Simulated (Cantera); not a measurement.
Feed: 1 mol ZrO2, 270 mol H2, at 1975 K and 1330 Pa.

Method: chemical equilibrium by Gibbs-energy minimisation in Cantera with the NASA 1993 tables (ideal gas, pure condensed phases). Candidate condensed phases: H2O, Zr, ZrO2; 12 gas species. Kinetics and transport are ignored.

Base state: H2 0.988, H 0.0118 (mole fractions); condensed: ZrO2(tetragonal).

Question: What changes in the equilibrium state with this change: ZrO2 replaced by Fe2O3?

Answer: 
```
species                 before    after
---------------------  -------  -------
H2                       0.988    0.970
H                       0.0118   0.0117
H2O                    1.47e-6   0.0110
Fe                           0  0.00731
OH                     1.68e-9  1.26e-5
ZrO2(tetragonal), mol    1.000        0
```
Further candidate phases: Fe, FeO, Fe(OH)2, Fe(OH)3, Fe2O3, Fe3O4.

Question: What changes in the equilibrium state with this change: temperature from 1975 K to 2125 K?

Answer: 
| species | before | after |
|---|---|---|
| H2 | 0.988 | 0.969 |
| H | 0.0118 | 0.0310 |
| ZrO2(tetragonal), mol | 1.000 | 0.997 |
